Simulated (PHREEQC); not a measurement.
0.38 g of hydrous ferric oxide (600 m²/g; 0.2 weak and 0.005 strong sites per Fe, Dzombak-Morel constants, diffuse double layer) in 1 kg of water with 0.3 mol/kgw of an inert sodium salt and 0.0013 mol H3BO3 and 1.5e-05 mol MgCl2, at 25 °C; the pH is set by adding NaOH or the inert anion's acid. Oxygen alone is held at its pressure in air (log pO2 = -0.68). The system is closed to CO2. Nothing may precipitate in this run.

Equilibrium calculation in PHREEQC: ion-association model, wateq4f.dat.

Q: Predict B sorbed (%), Mg sorbed (%) at pH = 8, 9.

A: 
```tsv
pH	B sorbed (%)	Mg sorbed (%)
8	0.3	29.6
9	0.1	95.2
```

Species that the database lacks are ignored.
